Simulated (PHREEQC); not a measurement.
Make-up at 25 °C: 0.16 mol LiOH per kg of water. Closed to the air; pH follows from the charge balance.

Equilibrium calculation in PHREEQC: Pitzer model, pitzer.dat.

This is a speciation only: nothing precipitates in the calculation.

Estimate the pH, osmotic coefficient, specific conductance.

pH 13.04; osmotic coefficient 0.907; specific conductance 30400 µS/cm.

Complexes and solids missing from the database can't appear.
